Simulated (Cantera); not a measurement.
A closed system holds: 1 mol AlCl3, 4.1 mol N2O, a varied amount of H2, held at 1148.15 K and 128 Torr.

Equilibrium computed with Cantera from the NASA thermochemical tables; the gas is ideal and each condensed phase is pure. Candidate condensed phases: Al, AlCl3, AlN, Al2O3, H2O, NH4Cl; 45 gas species. Rates play no part.

log p: log10 of the partial pressure in bar; n: condensed amount in mol.

```csv
n(H2) (mol),log p H2,log p N2,log p HCl,log p H2O,log p NH3,n Al2O3(s)
6.7,-1.44,-1.25,-1.38,-1.44,-6.40,0.500
12,-1.12,-1.40,-1.54,-1.60,-5.99,0.500
22,-0.96,-1.60,-1.73,-1.80,-5.84,0.500
39,-0.88,-1.81,-1.94,-2.00,-5.83,0.500
69,-0.83,…,…,…,-5.87,0.500
120,-0.80,-2.26,-2.39,-2.45,-5.94,0.500
220,-0.79,…,…,…,…,0.500
400,-0.78,-2.76,-2.90,-2.96,-6.16,0.500
710,-0.78,-3.01,-3.15,-3.21,-6.28,0.500
```

Problem. What belongs in the gaps?

Solution. 
- 220, log p N2: -2.51
- 220, log p HCl: -2.65
- 220, log p H2O: -2.71
- 220, log p NH3: -6.05
- 69, log p N2: -2.03
- 69, log p HCl: -2.17
- 69, log p H2O: -2.23
